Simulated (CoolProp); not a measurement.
The numbers come from the reference Helmholtz-energy equation of state, Thol 2016 in CoolProp.

For hexamethyldisiloxane (MM), give the phase and the cv (kJ/(kg K)), Joule-Thomson coefficient (K/MPa) at 620 K and 0.0611 MPa; 620 K and 0.416 MPa.


- 620 K and 0.0611 MPa: gas; cv 2.22, Joule-Thomson coefficient 5.28
- 620 K and 0.416 MPa: gas; cv 2.22, Joule-Thomson coefficient 5.50
